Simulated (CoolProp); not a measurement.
Computed with CoolProp (reference Helmholtz-energy equation of state, Thol 2019).

Task: Give the vapour pressure (MPa), liquid density (kg/m³), enthalpy of vaporisation (kJ/kg) of saturated tetradecamethylhexasiloxane (MD4M) at 211.25, 217.85, 237.55 °C.

Result: 
| T (°C) | p (MPa) | liquid density (kg/m³) | enthalpy of vaporisation (kJ/kg) |
|---|---|---|---|
| 211.25 | 0.0303 | 697 | 114 |
| 217.85 | 0.0364 | 689 | 112 |
| 237.55 | 0.0606 | 666 | 105 |
